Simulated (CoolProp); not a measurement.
The fluid at 293.15 K and 0.834 MPa (gas) is heated at constant pressure to 360.9 K. The same conditions are run with several fluids, on thermodynamics alone (safety and materials aside).

Model: reference Helmholtz-energy equation of state of each fluid (sulfur hexafluoride: Guder 2009; normal hydrogen: Leachman 2009; nitrous oxide: Lemmon 2006; hydrogen chloride: Thol 2018; CF4 (R14): Platzer 1990), in CoolProp. The equations of Platzer and Polt are older, rougher fits.

```
fluid                heat (kJ/kg)  final density (kg/m³)
-------------------  ------------  ---------------------
sulfur hexafluoride          50.2                   42.7
normal hydrogen        (withheld)             (withheld)
nitrous oxide          (withheld)                   12.5
hydrogen chloride      (withheld)             (withheld)
CF4 (R14)              (withheld)             (withheld)
```

Question: Complete the blanks.

Answer: 
- normal hydrogen, heat (kJ/kg): 975
- normal hydrogen, final density (kg/m³): 0.558
- nitrous oxide, heat (kJ/kg): 64.3
- hydrogen chloride, heat (kJ/kg): 58.7
- hydrogen chloride, final density (kg/m³): 10.4
- CF4 (R14), heat (kJ/kg): 50.8
- CF4 (R14), final density (kg/m³): 24.8
